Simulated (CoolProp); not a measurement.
A single-stage vapour-compression cycle with R115: evaporating at 204.15 K (dew point), condensing at 252.15 K (bubble point), superheat 8 K, subcooling 8 K, compressor efficiency 0.8, no pressure losses. Each further row changes one setting.

Model: reference Helmholtz-energy equation of state, Lemmon 2016, in CoolProp.

```csv
case,cooling COP,pressure ratio,discharge temperature (K),refrigerating effect (kJ/kg),volumetric capacity (kJ/m³)
as stated,(withheld),10.1,271.6,104,196
evaporating temperature 209.15 K,3.43,(withheld),269.4,(withheld),266
condensing temperature 247.15 K,(withheld),(withheld),266.4,109,205
subcooling 13 K,3.06,10.1,271.6,109,205
superheat 18 K,(withheld),10.1,282.6,(withheld),197
compressor efficiency 0.7,2.56,10.1,278.8,104,196
```

What belongs in the gaps?


- as stated, cooling COP: 2.92
- evaporating temperature 209.15 K, pressure ratio: 7.46
- evaporating temperature 209.15 K, refrigerating effect (kJ/kg): 107
- condensing temperature 247.15 K, cooling COP: 3.35
- condensing temperature 247.15 K, pressure ratio: 8.30
- superheat 18 K, cooling COP: 2.95
- superheat 18 K, refrigerating effect (kJ/kg): 110
